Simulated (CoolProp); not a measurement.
A single-stage vapour-compression cycle with R407C: evaporating at 243.15 K (dew point), condensing at 290.15 K (bubble point), superheat 5 K, subcooling 2 K, compressor efficiency 0.8, no pressure losses. Each further row changes one setting.

The numbers come from the reference Helmholtz-energy equation of state, Lemmon 2003 in CoolProp. It is a pseudo-pure fit of the blend.

```
case                              cooling COP  pressure ratio  discharge temperature (K)  refrigerating effect (kJ/kg)  volumetric capacity (kJ/m³)
--------------------------------  -----------  --------------  -------------------------  ----------------------------  ---------------------------
as stated                                2.90            6.87                      333.4                           176                         1070
evaporating temperature 248.15 K         3.35      (withheld)                      329.2                           179                         1340
condensing temperature 285.15 K    (withheld)            5.94                      326.5                           183                         1110
subcooling 7 K                           3.02            6.87                      333.4                           183                         1110
superheat 15 K                           2.89            6.87                 (withheld)                           184                         1070
compressor efficiency 0.7                2.54            6.87                 (withheld)                           176                         1070
```

Task: Complete the blanks.

Result: 
- evaporating temperature 248.15 K, pressure ratio: 5.50
- condensing temperature 285.15 K, cooling COP: 3.29
- superheat 15 K, discharge temperature (K): 344.5
- compressor efficiency 0.7, discharge temperature (K): 342.1
